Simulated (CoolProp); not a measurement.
R227EA at 428.04 K and 0.286 MPa flows at 6.8 m/s in a round tube of 20 mm bore and 1.5 µm roughness, fully developed (64/Re and Nu = 3.66 if laminar; Colebrook and Gnielinski if turbulent). Each further row changes one setting.

The numbers come from the reference Helmholtz-energy equation of state, Lemmon 2016 in CoolProp.

```
case               Reynolds number  Darcy friction factor  pressure drop (Pa/m)  heat-transfer coefficient (W/(m² K))  mass flow (kg/h)
-----------------  ---------------  ---------------------  --------------------  ------------------------------------  ----------------
as stated                   114000                 0.0179                   289                                   239               107
velocity 13.6 m/s           229000                 0.0159                  1020                                   422               215
diameter 40 mm              229000                 0.0156                   126                                   207               429
```

Viscosity comes from a separate model (Huber 2003), an estimate that may be off by 10 % or more. Thermal conductivity comes from a separate model (Huber 2003), an estimate that may be off by 10 % or more.
